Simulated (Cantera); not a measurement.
Cantera run, input and output.

```python
import numpy as np
import cantera as ct

gas = ct.Solution("gri30.yaml")
gas.TPX = 2100, 17000, {'NO': 1, 'N2': 8.2}
reactor = ct.IdealGasConstPressureReactor(gas, energy="off", clone=False)
net = ct.ReactorNet([reactor])
net.rtol, net.atol = 1e-08, 1e-18
show = ['NO', 'O2', 'O', 'NO2', 'N2', 'N2O']
times = np.geomspace(2e-06, 200, 9)

steps = ct.SolutionArray(gas, extra=["t"])
rows = []
print(f"{'t/s':>10s}{'T/K':>9s}{'P/Pa':>11s}" + "".join(f"{s:>11s}" for s in show))
for t in times:
    while net.time < t:
        t_next = net.step()
        steps.append(gas.state, t=t_next)
    rows.append([np.interp(t, steps.t, y) for y in (steps.T, steps.P, *steps(*show).X.T)])
    print(f"{t:10.3e}{rows[-1][0]:9.1f}{rows[-1][1]:11.4g}" + "".join(f"{x:11.3e}" for x in rows[-1][2:]))
rate = np.gradient(steps.T, steps.t)
print("integrator steps:", len(steps.t))
if steps.T.max() > steps.T[0] + 200:
    print(f"time of steepest temperature rise: {steps.t[rate.argmax()]:.4e} s")
gas.TPX = 2100, 17000, {'NO': 1, 'N2': 8.2}
gas.equilibrate("TP")
print(f"equilibrium (TP): T = {gas.T:.1f} K  " + "  ".join(f"{s} {gas[s].X[0]:.3e}" for s in show))
```

Result:

```
       t/s      T/K       P/Pa         NO         O2          O        NO2         N2        N2O
 2.000e-06   2100.0    1.7e+04  1.087e-01  4.130e-13  9.323e-09  2.100e-12  8.913e-01  9.311e-09
 2.000e-05   2100.0    1.7e+04  1.087e-01  4.159e-11  9.371e-08  2.048e-10  8.913e-01  9.245e-08
 2.000e-04   2100.0    1.7e+04  1.087e-01  4.291e-09  9.854e-07  1.583e-08  8.913e-01  8.623e-07
 2.000e-03   2100.0    1.7e+04  1.087e-01  5.646e-07  1.339e-05  5.011e-07  8.913e-01  4.691e-06
 2.000e-02   2100.0    1.7e+04  1.084e-01  8.519e-05  1.310e-04  5.038e-06  8.914e-01  5.725e-06
 2.000e-01   2100.0    1.7e+04  1.037e-01  2.364e-03  2.342e-04  8.742e-06  8.937e-01  5.119e-06
 2.000e+00   2100.0    1.7e+04  5.035e-02  2.885e-02  5.887e-04  1.140e-05  9.202e-01  1.193e-06
 2.000e+01   2100.0    1.7e+04  5.401e-03  5.124e-02  7.678e-04  1.615e-06  9.426e-01  1.360e-07
 2.000e+02   2100.0    1.7e+04  5.397e-03  5.124e-02  7.678e-04  1.614e-06  9.426e-01  1.360e-07
integrator steps: 956
equilibrium (TP): T = 2100.0 K  NO 5.397e-03  O2 5.124e-02  O 7.678e-04  NO2 1.614e-06  N2 9.426e-01  N2O 1.360e-07
```

Model: GRI-Mech 3.0 (53 species, 325 reactions), integrated in Cantera.
